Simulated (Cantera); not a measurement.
A perfectly stirred reactor is fed with H₂ : O₂ : N₂ : NO = 1 : 0.962 : 3.62 : 0.0069 (molar parts), at 18.8 atm; it is adiabatic with a 750 K inlet, and is followed from long to short residence time, starting on the burning branch (τ in s: 0.44, 0.16, 0.062, 0.023, 0.0086, 0.0032, 0.0012, 0.00045, 0.00017, 6.3e-05, 2.4e-05).

Cantera simulation using GRI-Mech 3.0 (53 species, 325 reactions); the numbers are that mechanism's predictions, not measurements. The hydrogen kinetics of GRI-Mech 3.0 are dated; newer H2 mechanisms differ, most at raised pressure. The pressure lies above the range GRI-Mech 3.0 was tuned for (to about 10 atm). The mechanism lacks 2 NO + O2 → 2 NO2 and HONO, so NO2 and the effect of NO are under-described below about 1400 K.

One state of this run: T (K) = 2059; x H₂ = 7.11e-5; x O₂ = 0.0900; x NO = 0.00212; x OH = 0.00148; x NO₂ = 9.53e-6; x HO₂ = 5.59e-6. x: mole fraction; the columns are a selection and need not sum to one.

### Question
Which value of τ (s) does it belong to?
A) 0.023
B) 0.16
C) 0.44
D) 0.062

### Answer
D, 0.062
